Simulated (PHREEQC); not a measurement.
Dissolve 0.66 mol MgCl2, 3.5 mol KCl and 0.18 mol LiCl per kg of water at 20 °C. Closed to the air; pH follows from the charge balance.

Computed with PHREEQC (Pitzer model, pitzer.dat).

Task: The ionic strength comes out as 5.66 mol/kgw. What activity coefficients do Li+, Cl-, Mg+2, K+ get?

Result: Li+ 2.6, Cl- 0.60, Mg+2 1.1, K+ 0.70. Single-ion values are on the MacInnes scale.

Precipitation was switched off in this run.
